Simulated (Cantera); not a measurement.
Mixture: 3.20 % CH₄, 15.6 % O₂, 81.2 % N₂, equivalence ratio 0.41, at 1000000 Pa, adiabatic and at constant volume. Ignition delay is the time to a rise of 400 K.

Model: GRI-Mech 3.0 (53 species, 325 reactions), integrated in Cantera.

Q: Predict: delay at 1125 K; delay at 1275 K; delay at 1425 K; delay at 1575 K; apparent activation energy between 1500 and 1650 K.

A: 
```
Item                                                    Result
--------------------------------------------------  ----------
delay at 1125 K                                        11.5 ms
delay at 1275 K                                        1.73 ms
delay at 1425 K                                       0.352 ms
delay at 1575 K                                        90.1 µs
apparent activation energy between 1500 and 1650 K  170 kJ/mol
```
